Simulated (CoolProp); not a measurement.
Vapour-liquid equilibrium of CHF3 (R23) (1) + C2F6 (R116) (2) at 214.9 K; x and y are mole fractions of (1).

Values from CoolProp's multi-fluid Helmholtz-energy mixture model, Penoncello 2003 and Lemmon 2006; pair parameters Bell 2016.

```
x     bubble pressure (MPa)  y at the bubble point  dew pressure at overall composition x (MPa)  liquid density (mol/L)
----  ---------------------  ---------------------  -------------------------------------------  ----------------------
0.05                 0.3051                  0.165                                       0.2749                   11.17
0.2                  0.3802                  0.395                                       0.3153                   11.85
0.35                 0.4128                  0.495                                       0.3645                   12.69
0.5                  0.4257                  0.559                                       0.4141                   13.73
0.65                 0.4271                  0.619                                       0.4239                   15.01
0.8                  0.4143                  0.703                                       0.3900                   16.59
0.95                 0.3680                  0.881                                       0.3499                   18.55
```

y crosses x between x = 0.5 and 0.65: the model has an azeotrope there.

The pair parameters rest on a limited set of measurements; away from them the model extrapolates.
